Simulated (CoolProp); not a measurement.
C2F6 (R116) at 293.15 K and 0.556 MPa is compressed adiabatically to 2.2 MPa with isentropic efficiency 0.9. Each further row changes one setting.

Model: reference Helmholtz-energy equation of state, Lemmon 2006, in CoolProp. It is a short technical equation, of lower accuracy than the large ones.

```json
[
 {"case": "as stated", "work (kJ/kg)": "25.6", "final temperature (K)": "(withheld)", "final density (kg/m³)": "130"},
 {"case": "efficiency 1", "work (kJ/kg)": "23.0", "final temperature (K)": "333.4", "final density (kg/m³)": "132"},
 {"case": "efficiency 0.65", "work (kJ/kg)": "(withheld)", "final temperature (K)": "346.7", "final density (kg/m³)": "(withheld)"}
]
```

Task: Fill in the missing entries.

Result: 
- as stated, final temperature (K): 336.1
- efficiency 0.65, work (kJ/kg): 35.4
- efficiency 0.65, final density (kg/m³): 123
